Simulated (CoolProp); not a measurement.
Vapour-liquid equilibrium of methanol (1) + benzene (2) at 151.75 °C; x and y are mole fractions of (1).

Model: multi-fluid Helmholtz-energy mixture model, de Reuck 1993 and Thol 2012; pair parameters Bell 2016, in CoolProp.

```tsv
x	bubble pressure, mixture model (kPa)	bubble pressure, Raoult's law (kPa)	y, mixture model	y, Raoult's law
0.05	784.6	645.9	0.228	0.112
0.15	1026	730.8	0.426	0.298
0.25	1174	815.7	0.519	0.445
0.35	1269	900.7	0.577	0.565
0.45	1336	985.6	0.623	0.663
0.55	1388	1070	0.667	0.746
0.65	1428	1155	0.717	0.817
0.75	1455	1240	0.777	0.878
0.85	1468	1325	0.853	0.932
0.95	1462	1410	0.946	0.979
```

The largest gap from Raoult's law is +43.9 % in bubble pressure, at x = 0.25. y crosses x between x = 0.85 and 0.95: the model has an azeotrope there.

Pair parameters are fitted to limited data, so mixtures are less certain than the pure fluids.
